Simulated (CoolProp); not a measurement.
A simple Rankine cycle with water: condensing at 325.15 K, boiler at 1.82 MPa, turbine inlet 482.7 K, turbine efficiency 0.8, pump efficiency 0.6, no recuperator. Each further row changes one setting.

Computed with CoolProp (reference Helmholtz-energy equation of state, Wagner 2002).

```csv
case,thermal efficiency (%),net work (kJ/kg),heat in (kJ/kg),turbine exit temperature (K),volume ratio over the turbine
as stated,23.0,593,2580,325.2,83.4
turbine inlet 502.7 K,23.1,608,2640,325.2,80.1
condensing temperature 317.15 K,24.1,630,2610,317.2,121
boiler pressure 1.27 MPa,21.5,563,2620,325.2,57.9
turbine efficiency 0.7,20.1,519,2580,325.2,86.6
```

The expansion ends wet for: as stated; turbine inlet 502.7 K; condensing temperature 317.15 K; boiler pressure 1.27 MPa; turbine efficiency 0.7.
